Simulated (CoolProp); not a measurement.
Vapour-liquid equilibrium of isohexane (1) + benzene (2) at 62.3 kPa; x and y are mole fractions of (1).

Values from CoolProp's multi-fluid Helmholtz-energy mixture model, Lemmon 2006 and Thol 2012; pair parameters Bell 2016.

Task: Give the bubble temperature and the first vapour's composition at x = 0.05, 0.8, 0.95. Is there an azeotrope?

Result: x = 0.05: 335.0 K, y = 0.146; x = 0.8: 320.3 K, y = 0.850; x = 0.95: 319.2 K, y = 0.961. No azeotrope shows between x = 0.05 and 0.95.

The pair parameters rest on a limited set of measurements; away from them the model extrapolates.
